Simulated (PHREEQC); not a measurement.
0.022 g of hydrous ferric oxide (600 m²/g; 0.2 weak and 0.005 strong sites per Fe, Dzombak-Morel constants, diffuse double layer) in 1 kg of water with 0.01 mol/kgw of an inert sodium salt and 9.2e-08 mol H3BO3, at 25 °C; the pH is set by adding NaOH or the inert anion's acid. Oxygen is held at 0.21 atm. CO2 from the air is kept out. Nothing may precipitate in this run.

All values are PHREEQC results (ion-association model, wateq4f.dat), not measurements.

Predict surface charge σ (C/m²), surface potential ψ (mV) at pH = 6.62, 7.75.


```tsv
pH	surface charge σ (C/m²)	surface potential ψ (mV)
6.62	0.027	80
7.75	0.005	20
```
